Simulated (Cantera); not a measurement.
An isothermal, constant-pressure homogeneous reactor starts with C₂H₆ : H₂ = 1 : 31 (molar parts), at 1548 K and 1.00 atm. Integrator tolerance rtol = 1e-08.

Cantera simulation using GRI-Mech 3.0 (53 species, 325 reactions); the numbers are that mechanism's predictions, not measurements. GRI-Mech 3.0 stops at C3 and has no aromatics, soot or wall deposition, so with more carbon than oxygen in the feed, carbon stays in small species such as C2H2 where larger ones or solid carbon would form.

Task: What does this change do: temperature 1548 to 1275 K?

Result: 
| quantity | before | after |
|---|---|---|
| x(C₂H₆) at 5.00 s | 7.86e-6 (gas-phase equilibrium 7.86e-6) | 6.16e-5 (gas-phase equilibrium 4.93e-6) |
| x(H₂) at 5.00 s | 0.948 (gas-phase equilibrium 0.948) | 0.939 (gas-phase equilibrium 0.938) |
| x(CH₂) at 5.00 s | 7.63e-10 (gas-phase equilibrium 7.63e-10) | 1.64e-12 (gas-phase equilibrium <1e-12) |
| x(C₂H₂) at 5.00 s | 0.00795 (gas-phase equilibrium 0.00795) | 0.000330 (gas-phase equilibrium 2.10e-5) |
| x(CH₄) at 5.00 s | 0.0428 (gas-phase equilibrium 0.0428) | 0.0593 (gas-phase equilibrium 0.0623) |
| x(CH₃) at 5.00 s | 2.74e-5 (gas-phase equilibrium 2.74e-5) | 1.80e-6 (gas-phase equilibrium 9.25e-7) |
